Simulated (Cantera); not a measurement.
Input (Python, Cantera):

```python
import numpy as np
import cantera as ct

gas = ct.Solution("h2o2.yaml")
gas.TPX = 600, 580000, {'H2': 1, 'O2': 1.09, 'N2': 4.09}
inlet = ct.Reservoir(gas, clone=True)
gas.equilibrate("HP")  # start burning
reactor = ct.IdealGasConstPressureReactor(gas, energy="on", clone=False)
exhaust = ct.Reservoir(gas, clone=True)
tau = [0.12, 0.059, 0.029, 0.015, 0.0073, 0.0036, 0.0018, 0.0009, 0.00045, 0.00022, 0.00011, 5.5e-05][0]
for a, b in ((inlet, reactor), (reactor, exhaust)):
    ct.MassFlowController(a, b, mdot=lambda t: reactor.mass / tau)
net = ct.ReactorNet([reactor])
show = ['H2', 'O2', 'O', 'OH', 'H2O2']

rows = []
print(f"{'tau/s':>10s}{'T/K':>9s}" + "".join(f"{s:>11s}" for s in show))
for tau in [0.12, 0.059, 0.029, 0.015, 0.0073, 0.0036, 0.0018, 0.0009, 0.00045, 0.00022, 0.00011, 5.5e-05]:
    net.initial_time = 0.0
    net.advance(30 * tau)
    before = gas.X
    net.advance(40 * tau)
    drift = np.max(np.abs(gas.X - before) / (gas.X + 1e-9))
    rows.append([gas.T, *gas[show].X, drift])
    print(f"{tau:10.3e}{gas.T:9.1f}" + "".join(f"{x:11.3e}" for x in gas[show].X))
```

Output:

```
     tau/s      T/K         H2         O2          O         OH       H2O2
 1.200e-01   1813.1  3.052e-05  1.037e-01  2.518e-05  6.202e-04  1.535e-07
 5.900e-02   1812.7  4.471e-05  1.037e-01  3.121e-05  6.869e-04  1.755e-07
 2.900e-02   1812.0  6.890e-05  1.037e-01  4.203e-05  7.917e-04  2.124e-07
 1.500e-02   1811.0  1.052e-04  1.036e-01  5.895e-05  9.304e-04  2.651e-07
 7.300e-03   1809.5  1.686e-04  1.036e-01  8.945e-05  1.135e-03  3.486e-07
 3.600e-03   1807.3  2.687e-04  1.035e-01  1.387e-04  1.397e-03  4.630e-07
 1.800e-03   1804.2  4.246e-04  1.035e-01  2.167e-04  1.723e-03  6.134e-07
 9.000e-04   1799.8  6.704e-04  1.034e-01  3.410e-04  2.127e-03  8.099e-07
 4.500e-04   1793.2  1.057e-03  1.033e-01  5.373e-04  2.619e-03  1.063e-06
 2.200e-04   1783.1  1.689e-03  1.033e-01  8.545e-04  3.223e-03  1.400e-06
 1.100e-04   1768.4  2.656e-03  1.033e-01  1.322e-03  3.894e-03  1.825e-06
 5.500e-05   1746.3  4.180e-03  1.035e-01  2.000e-03  4.616e-03  2.395e-06
```

Cantera simulation using the H2/O2 subset of GRI-Mech 3.0, which has no nitrogen chemistry; the numbers are that mechanism's predictions, not measurements. The hydrogen kinetics of GRI-Mech 3.0 are dated; newer H2 mechanisms differ, most at raised pressure.
